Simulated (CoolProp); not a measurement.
Vapour-liquid equilibrium of CH2F2 (R32) (1) + 1-butene (2) at 37.15 °C; x and y are mole fractions of (1).

Values from CoolProp's multi-fluid Helmholtz-energy mixture model, Tillner-Roth 1997 and Lemmon 2005; pair parameters Bell 2016.

```tsv
x	bubble pressure (MPa)	y at the bubble point	dew pressure at overall composition x (MPa)	liquid density (mol/L)
0.05	0.8246	0.464	0.4471	…
0.15	…	0.676	0.5041	10.70
0.25	1.774	0.739	…	…
0.35	1.975	0.767	0.6716	11.39
0.45	…	0.783	0.8026	11.79
0.55	…	0.797	0.9946	12.26
0.65	2.235	…	1.302	12.87
0.75	2.300	0.835	1.850	13.70
0.85	2.353	0.873	…	14.86
0.95	2.355	0.942	2.351	16.45
```

### Question
Complete the blanks.

### Answer

- 0.05, liquid density (mol/L): 10.37
- 0.15, bubble pressure (MPa): 1.416
- 0.25, dew pressure at overall composition x (MPa): 0.5765
- 0.25, liquid density (mol/L): 11.03
- 0.45, bubble pressure (MPa): 2.089
- 0.55, bubble pressure (MPa): 2.166
- 0.65, y at the bubble point: 0.812
- 0.85, dew pressure at overall composition x (MPa): 2.328

y crosses x between x = 0.85 and 0.95: the model has an azeotrope there.

The pair parameters rest on a limited set of measurements; away from them the model extrapolates. With so large a gap from Raoult's law the liquid may split in two, which this calculation doesn't test in full.
